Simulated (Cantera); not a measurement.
A closed system holds: 1 mol Nb2O5, 210 mol H2, at 2200 K and 1.00 Torr.

Method: chemical equilibrium by Gibbs-energy minimisation in Cantera with the NASA 1993 tables (ideal gas, pure condensed phases). Candidate condensed phases: H2O, Nb, NbO, NbO2, Nb2O5; 12 gas species. Kinetics and transport are ignored.

Base state: H2 0.844, H 0.142, NbO2 0.00759, H2O 0.00542, NbO 0.00118, OH 0.000127, O 1.49e-5 (mole fractions); condensed: gas only.

Problem. What changes in the equilibrium state with this change: pressure from 1.00 Torr to 0.248 Torr?

Solution. 
```
species    before     after
-------  --------  --------
H2          0.844     0.723
H           0.142     0.264
NbO2      0.00759   0.00713
H2O       0.00542   0.00485
O         1.49e-5   6.27e-5
OH       0.000127  0.000247
NbO       0.00118   0.00106
```
